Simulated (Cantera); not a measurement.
Cantera with NASA thermochemical tables; ideal gases at 1 bar, condensed phases pure. Values are per mole of reaction as written; species without (g) are pure solids or liquids, kept so even where they would boil at 1 bar.

2 SO2(g) + 2 K(g) = S + K2SO4

```
T (K)  ΔH° (kJ)  ΔS° (J/K)  ΔG° (kJ)  log10 K  condensed phases
-----  --------  ---------  --------  -------  ----------------
300     -1022.0     -609.3    -839.2   146.12    S(s), K2SO4(s)
425           ?          ?         ?        ?    S(l), K2SO4(s)
475     -1011.4     -582.1    -734.9    80.81    S(l), K2SO4(s)
525     -1008.1     -575.5    -706.0    70.24    S(l), K2SO4(s)
575     -1004.7     -569.3    -677.3    61.53    S(l), K2SO4(s)
625     -1001.2     -563.5    -649.0    54.24    S(l), K2SO4(s)
675           ?          ?         ?        ?    S(l), K2SO4(s)
725      -994.0     -552.9    -593.2    42.74    S(l), K2SO4(s)
775      -990.1     -547.7    -565.7    38.13    S(l), K2SO4(s)
825      -985.9     -542.4    -538.4    34.09    S(l), K2SO4(s)
875      -973.3     -527.7    -511.6    30.54    S(l), K2SO4(s)
925           ?          ?         ?        ?    S(l), K2SO4(s)
```

Problem. What belongs in the gaps?

Solution. 
- 425, ΔH° (kJ): -1014.5
- 425, ΔS° (J/K): -589.0
- 425, ΔG° (kJ): -764.2
- 425, log10 K: 93.92
- 675, ΔH° (kJ): -997.7
- 675, ΔS° (J/K): -558.1
- 675, ΔG° (kJ): -621.0
- 675, log10 K: 48.05
- 925, ΔH° (kJ): -969.7
- 925, ΔS° (J/K): -523.6
- 925, ΔG° (kJ): -485.3
- 925, log10 K: 27.41
